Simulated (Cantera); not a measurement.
## Ammonia decomposition in nitride growth gas

An isothermal, constant-pressure homogeneous reactor starts with NH3 : N2 = 1 : 0.41 (molar parts), at 1875 K and 1.00 bar.

Computed with Cantera and the gas-phase N/H chemistry of the illustrative SiF4/NH3 mechanism in the Surface Chemkin manual (1991). Walls and surfaces, which speed up NH3 decomposition in real reactors, are not modelled.

```
t (s)        x NH3     x NH2    x N2H4     x NH     x H2   x N2       x H
--------  --------  --------  --------  -------  -------  -----  --------
0.000500     0.706  0.000604   5.00e-7  2.90e-6  0.00211  0.291   9.87e-7
0.00129      0.701  0.000596   4.87e-7  3.10e-6  0.00642  0.292   2.30e-6
0.00335      0.689  0.000574   4.51e-7  3.47e-6   0.0174  0.293   5.54e-6
0.00865      0.658  0.000535   3.93e-7  3.99e-6   0.0443  0.297   1.33e-5
0.0224       0.588  0.000477   3.11e-7  4.43e-6    0.106  0.305   3.14e-5
0.0579       0.450  0.000388   2.06e-7  4.42e-6    0.227  0.322   7.09e-5
0.150        0.254  0.000259   9.19e-8  3.76e-6    0.400  0.346  0.000147
0.387       0.0858  0.000119   1.92e-8  2.41e-6    0.547  0.367  0.000273
1.00        0.0168   3.27e-5   1.46e-9  9.46e-7    0.607  0.375  0.000426
2.59       0.00342   7.71e-6  8.13e-11  2.60e-7    0.619  0.377  0.000504
6.70      0.000990   2.29e-6  7.15e-12  7.92e-8    0.621  0.377  0.000518
17.3      0.000343   7.95e-7    <1e-12  2.76e-8    0.622  0.377  0.000520
44.8      0.000128   2.96e-7    <1e-12  1.03e-8    0.622  0.377  0.000520
116        4.89e-5   1.13e-7    <1e-12  3.94e-9    0.622  0.377  0.000520
300        1.96e-5   4.55e-8    <1e-12  1.58e-9    0.622  0.377  0.000520
```
x: mole fraction; the columns are a selection and need not sum to one.

Equilibrium at this temperature and pressure: NH3 7.53e-6, NH2 1.74e-8, N2H4 <1e-12, NH 6.06e-10, H2 0.622, N2 0.377, H 0.000520 (gas phase only).
